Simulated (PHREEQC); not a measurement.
Make-up at 45 °C: 0.046 mol/kgw HCl, 0.00036 mol/kgw CuSO4 and 0.00017 mol/kgw CuCl2. Closed to the air; pH follows from the charge balance.

Computed with PHREEQC (ion-association model, phreeqc.dat).

Each row changes one thing in this solution. Precipitation was switched off in this run.

```json
[
 {"case": "as made", "pH": "1.41", "ionic strength (mol/kgw)": "0.0473", "Cu+2 (mol/kgw)": "0.000459", "CuCl+ (mol/kgw)": "6.81e-5", "CuCl2 (mol/kgw)": "1.35e-6", "CuOH+ (mol/kgw)": "6.90e-11"},
 {"case": "CuSO4 left out", "pH": "1.41", "ionic strength (mol/kgw)": "0.0465", "Cu+2 (mol/kgw)": "0.000148", "CuCl+ (mol/kgw)": "2.20e-5", "CuCl2 (mol/kgw)": "4.40e-7", "CuOH+ (mol/kgw)": "2.21e-11"},
 {"case": "HCl left out", "pH": "5.28", "ionic strength (mol/kgw)": "0.00184", "Cu+2 (mol/kgw)": "0.000498", "CuCl+ (mol/kgw)": "9.37e-7", "CuCl2 (mol/kgw)": "1.89e-10", "CuOH+ (mol/kgw)": "8.26e-7"},
 {"case": "temperature from 45 to 30 °C", "pH": "1.41", "ionic strength (mol/kgw)": "0.0474", "Cu+2 (mol/kgw)": "0.000489", "CuCl+ (mol/kgw)": "3.76e-5", "CuCl2 (mol/kgw)": "6.52e-7", "CuOH+ (mol/kgw)": "7.42e-11"},
 {"case": "diluted 2-fold with water", "pH": "1.70", "ionic strength (mol/kgw)": "0.0237", "Cu+2 (mol/kgw)": "0.000243", "CuCl+ (mol/kgw)": "2.13e-5", "CuCl2 (mol/kgw)": "2.35e-7", "CuOH+ (mol/kgw)": "7.92e-11"},
 {"case": "0.018 mol/kgw NaF added", "pH": "1.62", "ionic strength (mol/kgw)": "0.0478", "Cu+2 (mol/kgw)": "0.000456", "CuCl+ (mol/kgw)": "6.76e-5", "CuCl2 (mol/kgw)": "1.34e-6", "CuOH+ (mol/kgw)": "1.11e-10"}
]
```

Constants without temperature data keep their 25 °C values here.
